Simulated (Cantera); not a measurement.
What does this Cantera script print?

```python
import numpy as np
import cantera as ct

gas = ct.Solution("gri30.yaml")
gas.TPX = 1025, 101325, {'C3H8': 1, 'O2': 2.5, 'N2': 15.8}
reactor = ct.IdealGasConstPressureReactor(gas, energy="on", clone=False)
net = ct.ReactorNet([reactor])
net.rtol, net.atol = 1e-08, 1e-16
show = ['C3H8', 'O2', 'CH3', 'OH', 'H2O', 'CO2']
times = np.geomspace(7e-06, 8, 13)

steps = ct.SolutionArray(gas, extra=["t"])
rows = []
print(f"{'t/s':>10s}{'T/K':>9s}{'P/Pa':>11s}" + "".join(f"{s:>11s}" for s in show))
for t in times:
    while net.time < t:
        t_next = net.step()
        steps.append(gas.state, t=t_next)
    rows.append([np.interp(t, steps.t, y) for y in (steps.T, steps.P, *steps(*show).X.T)])
    print(f"{t:10.3e}{rows[-1][0]:9.1f}{rows[-1][1]:11.4g}" + "".join(f"{x:11.3e}" for x in rows[-1][2:]))
rate = np.gradient(steps.T, steps.t)
print("integrator steps:", len(steps.t))
if steps.T.max() > steps.T[0] + 200:
    print(f"time of steepest temperature rise: {steps.t[rate.argmax()]:.4e} s")
gas.TPX = 1025, 101325, {'C3H8': 1, 'O2': 2.5, 'N2': 15.8}
gas.equilibrate("HP")
print(f"equilibrium (HP): T = {gas.T:.1f} K  " + "  ".join(f"{s} {gas[s].X[0]:.3e}" for s in show))
```

Output:

```
       t/s      T/K       P/Pa       C3H8         O2        CH3         OH        H2O        CO2
 7.000e-06   1025.0  1.013e+05  5.181e-02  1.295e-01  5.669e-09  1.357e-12  1.520e-11  2.684e-18
 2.238e-05   1025.0  1.013e+05  5.181e-02  1.295e-01  1.867e-08  2.599e-12  1.183e-10  7.330e-17
 7.158e-05   1025.0  1.013e+05  5.181e-02  1.295e-01  6.128e-08  5.598e-12  7.623e-10  1.920e-15
 2.289e-04   1025.0  1.013e+05  5.181e-02  1.295e-01  2.056e-07  1.959e-11  6.895e-09  6.490e-14
 7.319e-04   1025.0  1.013e+05  5.181e-02  1.295e-01  7.427e-07  1.041e-10  1.001e-07  2.982e-12
 2.340e-03   1025.0  1.013e+05  5.180e-02  1.295e-01  2.488e-06  4.367e-10  1.590e-06  1.445e-10
 7.483e-03   1024.9  1.013e+05  5.176e-02  1.295e-01  3.326e-06  5.880e-10  1.060e-05  1.603e-09
 2.393e-02   1024.8  1.013e+05  5.159e-02  1.295e-01  3.482e-06  6.804e-10  4.478e-05  7.493e-09
 7.652e-02   1024.5  1.013e+05  5.103e-02  1.293e-01  3.725e-06  8.888e-10  1.772e-04  3.440e-08
 2.447e-01   1024.6  1.013e+05  4.849e-02  1.283e-01  4.964e-06  2.264e-09  9.543e-04  5.583e-07
 7.824e-01   1905.3  1.013e+05  8.023e-19  7.952e-09  2.951e-07  1.457e-05  6.985e-02  1.784e-02
 2.502e+00   1905.4  1.013e+05  1.592e-31  8.149e-09  8.660e-12  1.476e-05  6.985e-02  1.783e-02
 8.000e+00   1905.4  1.013e+05  1.420e-31  8.154e-09  8.217e-12  1.476e-05  6.986e-02  1.784e-02
integrator steps: 2824
time of steepest temperature rise: 4.7050e-01 s
equilibrium (HP): T = 1905.4 K  C3H8 1.879e-31  O2 8.155e-09  CH3 9.407e-12  OH 1.476e-05  H2O 6.986e-02  CO2 1.784e-02
```

Cantera simulation using GRI-Mech 3.0 (53 species, 325 reactions); the numbers are that mechanism's predictions, not measurements. GRI-Mech 3.0 was tuned for natural gas; its chemistry of propane as a main component is partial and can be far from experiment.
